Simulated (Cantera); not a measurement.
A closed system holds: 1 mol FeS₂, 2.4 mol H₂, 2.2 mol N₂, equilibrated at 950 °C and 1.20 Torr.

Equilibrium computed with Cantera from the NASA thermochemical tables; the gas is ideal and each condensed phase is pure. Candidate condensed phases: Fe, FeS, FeS₂, S; 16 gas species. FeS: taken at fixed stoichiometry. Gases not in the tables: S₃ to S₇. Rates play no part.

Base state: N₂ 0.448, H₂ 0.411, H₂S 0.0775, S₂ 0.0628, SH 0.000675 (mole fractions); condensed: FeS(s).

Question: What changes in the equilibrium state with this change: temperature from 950 °C to 875 °C?

Answer: 
```csv
species,before,after
N₂,0.448,0.456
H₂,0.411,0.385
H₂S,0.0775,0.112
S₂,0.0628,0.0472
SH,0.000675,0.000351
"FeS(s), mol",1.00,1.00
```
